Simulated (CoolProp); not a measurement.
Saturated liquid density (kg/m³) of C3F8 (R218): the reference equation beside estimates from Tc = 345.0 K, pc = 26.40 bar, ω = 0.317.

Values from CoolProp's reference Helmholtz-energy equation of state, Lemmon 2006. It is a short technical equation, of lower accuracy than the large ones.

```tsv
T (K)	reference	van der Waals	Redlich-Kwong	Soave-Redlich-Kwong	Peng-Robinson
239.5	1599	992.7	1441	1514	1714
244.2	1580	981.0	1420	1495	1692
248.9	1561	968.9	1398	1474	1670
253.6	1542	956.5	1376	1453	1646
258.3	1522	943.7	1354	1431	1622
262.9	1502	930.9	1330	1408	1597
267.6	1480	917.3	1306	1384	1570
272.3	1459	903.3	1281	1359	1542
277	1436	888.8	1255	1333	1512
281.7	1413	873.7	1228	1305	1481
286.4	1389	858.0	1199	1276	1449
291.1	1364	841.7	1170	1246	1414
295.7	1338	825.0	1140	1214	1378
300.4	1310	807.0	1107	1180	1339
305.1	1281	788.1	1073	1144	1297
```

Absolute difference from the reference over all 15 rows, mean and median: van der Waals 38.1 and 38.1 %, Redlich-Kwong 12.5 and 12.2 %, Soave-Redlich-Kwong 7.3 and 6.9 %, Peng-Robinson 5.1 and 5.7 %.
